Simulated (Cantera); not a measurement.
A perfectly stirred reactor is fed with 7.26 % C3H8, 20.2 % O2, 64.6 % N2, 7.99 % CO2, equivalence ratio 1.8, at 10.0 bar; it is adiabatic with a 425 K inlet, and is followed from long to short residence time, starting on the burning branch (τ in s: 0.46, 0.12, 0.031, 0.008, 0.0021, 0.00054, 0.00014, 3.6e-05, 9.4e-06).

Cantera simulation using GRI-Mech 3.0 (53 species, 325 reactions); the numbers are that mechanism's predictions, not measurements. GRI-Mech 3.0 was tuned for natural gas; its chemistry of propane as a main component is partial and can be far from experiment.

Q: Predict: blow-out, bracketed by the residence times tried; x(C3H8) at τ = 0.460 s; x(O2) at τ = 0.460 s; x(CO2) at τ = 0.460 s; x(CH3) at τ = 0.460 s; x(C3H8) at τ = 2.10 ms; x(O2) at τ = 2.10 ms; x(CO2) at τ = 2.10 ms; x(N2O) at τ = 2.10 ms; x(CH3) at τ = 2.10 ms.

A: 
```json
{
  "blow_out_bracketed_by_the_residence_times_tried": "burning at 0.540 ms, out at 0.140 ms",
  "x(C3H8) at τ = 0.460 s": "2.37e-7",
  "x(O2) at τ = 0.460 s": "5.41e-5",
  "x(CO2) at τ = 0.460 s": "0.0747",
  "x(CH3) at τ = 0.460 s": "2.87e-5",
  "x(C3H8) at τ = 2.10 ms": "3.55e-5",
  "x(O2) at τ = 2.10 ms": "0.00387",
  "x(CO2) at τ = 2.10 ms": "0.0928",
  "x(N2O) at τ = 2.10 ms": "1.08e-8",
  "x(CH3) at τ = 2.10 ms": "0.000363"
}
```
